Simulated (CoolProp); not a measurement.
Values from CoolProp's reference Helmholtz-energy equation of state, Lemmon 2000. It is a pseudo-pure fit of the blend.

**Question.** For dry air, give the phase and the density (kg/m³), speed of sound (m/s), expansivity (1/kK), fugacity coefficient at -157.55 °C and 8.93 MPa.

**Answer.** 
- -157.55 °C and 8.93 MPa: liquid; density 724, speed of sound 614, expansivity 7.68, fugacity coefficient 0.198
